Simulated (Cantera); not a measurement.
Input: 1 mol CH4, 0.36 mol O2, 0.42 mol H2, held at 1100 Pa.

These are equilibrium values from Cantera (NASA tables, ideal gas, pure condensed phases), not measurements of a reactor. Candidate condensed phases: C, C6H6, C7H8, C8H18, H2O; 131 gas species. Ions and electrons are included (thermal ionisation). Kinetics and transport are ignored. All values below are at 3727 °C.

Base state: H 0.826, CO 0.124, C 0.0467, H2 0.00295, C2 0.000640, C3 4.30e-5, CH 3.49e-5, O 3.30e-5 (mole fractions); condensed: gas only.

What changes in the equilibrium state with this change: 0.54 mol N2 added?


```
species  before    after
-------  ------  -------
H         0.826    0.756
CO        0.124    0.113
N2            0   0.0802
C        0.0467   0.0386
N             0  0.00479
CN            0  0.00441
HCN           0  6.90e-5
HNC           0  2.34e-5
```

What changes in the equilibrium state with this change: pressure from 1100 Pa to 10000 Pa?


| species | before | after |
|---|---|---|
| H | 0.826 | 0.805 |
| CO | 0.124 | 0.127 |
| C | 0.0467 | 0.0360 |
| H2 | 0.00295 | 0.0255 |
| C2H2 (acetylene) | 1.08e-7 | 4.59e-5 |
| C2H | 1.48e-5 | 0.000709 |
| C3 | 4.30e-5 | 0.00163 |
| CH | 3.49e-5 | 0.000239 |
